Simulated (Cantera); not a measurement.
## Reactions in the system C-H-S

Source: NASA polynomial tables (part measured, part estimated), evaluated in Cantera. Values are per mole of reaction as written; species without (g) are pure solids or liquids, kept so even where they would boil at 1 bar.

2 C₃H₈(g) = 3 C₂H₂(g) + 5 H₂(g)

| T (K) | ΔH° (kJ) | ΔS° (J/K) | ΔG° (kJ) | log10 K |
|---|---|---|---|---|
| 425 | 908.9 | 757.5 | 586.9 | -72.14 |
| 525 | 918.1 | 777.1 | 510.1 | -50.75 |
| 625 | 924.9 | 789.1 | 431.8 | -36.09 |
| 725 | 929.7 | 796.2 | 352.5 | -25.39 |
| 825 | 932.9 | 800.3 | 272.6 | -17.26 |
| 925 | 934.9 | 802.7 | 192.5 | -10.87 |
| 1025 | 935.8 | 803.5 | 112.2 | -5.72 |

H₂S(g) = S + H₂(g)

| T (K) | ΔH° (kJ) | ΔS° (J/K) | ΔG° (kJ) | log10 K |
|---|---|---|---|---|
| 425 | 25.3 | -30.1 | 38.1 | -4.68 |
| 525 | 28.6 | -23.2 | 40.8 | -4.06 |
| 625 | 31.4 | -18.3 | 42.8 | -3.58 |
| 725 | 33.5 | -15.2 | 44.5 | -3.21 |
| 825 | 35.3 | -12.9 | 45.9 | -2.91 |
| 925 | 37.2 | -10.7 | 47.1 | -2.66 |
| 1025 | 39.0 | -8.8 | 48.0 | -2.45 |

2 C₂H₆(g) = C₃H₈(g) + CH₄(g)

```json
[
 {"T (K)": "425", "ΔH° (kJ)": "-11.1", "ΔS° (J/K)": "-0.4", "ΔG° (kJ)": "-10.9", "log10 K": "1.34"},
 {"T (K)": "525", "ΔH° (kJ)": "-10.7", "ΔS° (J/K)": "0.4", "ΔG° (kJ)": "-10.9", "log10 K": "1.09"},
 {"T (K)": "625", "ΔH° (kJ)": "-10.4", "ΔS° (J/K)": "0.9", "ΔG° (kJ)": "-11.0", "log10 K": "0.92"},
 {"T (K)": "725", "ΔH° (kJ)": "-10.1", "ΔS° (J/K)": "1.3", "ΔG° (kJ)": "-11.1", "log10 K": "0.80"},
 {"T (K)": "825", "ΔH° (kJ)": "-9.8", "ΔS° (J/K)": "1.7", "ΔG° (kJ)": "-11.3", "log10 K": "0.71"},
 {"T (K)": "925", "ΔH° (kJ)": "-9.6", "ΔS° (J/K)": "2.1", "ΔG° (kJ)": "-11.5", "log10 K": "0.65"},
 {"T (K)": "1025", "ΔH° (kJ)": "-9.2", "ΔS° (J/K)": "2.4", "ΔG° (kJ)": "-11.7", "log10 K": "0.59"}
]
```
